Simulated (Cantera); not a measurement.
Standard-state values (1 bar) from the NASA 1993 polynomials, evaluated with Cantera. Values are per mole of reaction as written; species without (g) are pure solids or liquids, kept so even where they would boil at 1 bar.

CO2(g) + Mg(g) + O(g) = MgCO3

| T (K) | ΔH° (kJ) | ΔS° (J/K) | ΔG° (kJ) | log10 K |
|---|---|---|---|---|
| 600 | -1111.6 | -452.0 | -840.4 | 73.17 |
| 625 | -1111.1 | -451.2 | -829.1 | 69.29 |
| 650 | -1110.6 | -450.3 | -817.9 | 65.72 |
| 675 | -1110.0 | -449.5 | -806.6 | 62.42 |
| 700 | ? | ? | ? | ? |
| 725 | ? | ? | ? | ? |
| 750 | -1108.1 | -446.8 | -773.0 | 53.84 |
| 775 | -1107.4 | -445.9 | -761.9 | 51.35 |
| 800 | ? | ? | ? | ? |
| 825 | ? | ? | ? | ? |

**Question.** Fill in the missing entries.

**Answer.** 
- 700, ΔH° (kJ): -1109.4
- 700, ΔS° (J/K): -448.6
- 700, ΔG° (kJ): -795.4
- 700, log10 K: 59.35
- 725, ΔH° (kJ): -1108.8
- 725, ΔS° (J/K): -447.7
- 725, ΔG° (kJ): -784.2
- 725, log10 K: 56.50
- 800, ΔH° (kJ): -1106.7
- 800, ΔS° (J/K): -445.0
- 800, ΔG° (kJ): -750.7
- 800, log10 K: 49.02
- 825, ΔH° (kJ): -1106.0
- 825, ΔS° (J/K): -444.1
- 825, ΔG° (kJ): -739.6
- 825, log10 K: 46.83
